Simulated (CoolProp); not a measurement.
Vapour-liquid equilibrium of n-octane (1) + o-xylene (2) at 449.5 K; x and y are mole fractions of (1).

Computed with CoolProp (multi-fluid Helmholtz-energy mixture model, Beckmüller 2019 and Zhou 2012; pair parameters Bell 2016).

| x | bubble pressure (kPa) | y at the bubble point | dew pressure at overall composition x (kPa) | liquid density (mol/L) |
|---|---|---|---|---|
| 0.05 | 227.7 | 0.078 | 225.1 | 6.817 |
| 0.2 | 248.7 | 0.281 | 240.1 | 6.453 |
| 0.35 | 268.4 | 0.450 | 256.5 | 6.115 |
| 0.5 | 287.0 | 0.597 | 274.5 | 5.800 |
| 0.65 | 304.8 | 0.729 | 294.0 | 5.507 |
| 0.8 | 322.1 | 0.850 | 314.9 | 5.232 |
| 0.95 | 339.1 | 0.963 | 337.0 | 4.975 |

No azeotrope shows between x = 0.05 and 0.95.

The pair parameters rest on a limited set of measurements; away from them the model extrapolates.
